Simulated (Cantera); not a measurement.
Input: 1 mol B₂H₆, 0.059 mol H₂O, at 1330 Pa.

Equilibrium computed with Cantera from the NASA thermochemical tables; the gas is ideal and each condensed phase is pure. Candidate condensed phases: B, B₂O₃, B₃O₃H₃, H₂O; 23 gas species. The feed counts by its element totals alone. The tables' values for BH₂ are old estimates; treat these amounts as uncertain. Rates play no part.

x: gas mole fraction; n: condensed amount in mol.

| T (K) | x H₂ | x H | x HBO | x BO | n B(s) |
|---|---|---|---|---|---|
| 1573 | 0.982 | 0.000349 | 0.0155 | ___ | 1.94 |
| 1623 | 0.982 | 0.000593 | 0.0158 | ___ | 1.94 |
| 1673 | 0.981 | 0.000977 | 0.0160 | ___ | 1.94 |
| 1723 | 0.981 | 0.00156 | 0.0161 | ___ | 1.94 |
| 1773 | 0.980 | 0.00244 | 0.0161 | ___ | 1.94 |
| 1823 | 0.978 | 0.00371 | 0.0160 | ___ | 1.94 |
| 1873 | 0.976 | 0.00552 | 0.0158 | ___ | 1.94 |
| 1923 | 0.973 | 0.00805 | 0.0154 | ___ | 1.94 |
| 1973 | 0.970 | 0.0115 | 0.0150 | ___ | 1.94 |
| 2023 | 0.965 | 0.0162 | 0.0143 | ___ | 1.94 |

### Question
Some entries are withheld; supply them.

### Answer

- 1573, x BO: 0.000129
- 1623, x BO: 0.000210
- 1673, x BO: 0.000329
- 1723, x BO: 0.000500
- 1773, x BO: 0.000736
- 1823, x BO: 0.00106
- 1873, x BO: 0.00147
- 1923, x BO: 0.00200
- 1973, x BO: 0.00264
- 2023, x BO: 0.00340
